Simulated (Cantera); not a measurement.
Input: 1 mol toluene, 0.6 mol O2, 2.5 mol N2, held at 1000 °C and 133 Pa.

Cantera equilibrium calculation (NASA polynomials, part measured and part estimated; ideal gas, pure solids and liquids). Candidate condensed phases: C, C6H6, C7H8, C8H18, H2O; 136 gas species. Equilibrium is a limit: real reactors are often held back by kinetics, nucleation or transport.

Base state: H2 0.519, N2 0.325, CO 0.156, HCN 6.56e-5, H 1.41e-5 (mole fractions); condensed: C(graphite).

What changes in the equilibrium state with this change: pressure from 133 Pa to 840000 Pa?


| species | before | after |
|---|---|---|
| H2 | 0.519 | 0.489 |
| N2 | 0.325 | 0.334 |
| CO | 0.156 | 0.150 |
| CH4 | 3.38e-6 | 0.0188 |
| CO2 | 2.33e-7 | 0.00136 |
| NH3 | 3.94e-8 | 0.000229 |
| C(graphite), mol | 5.80 | 5.72 |
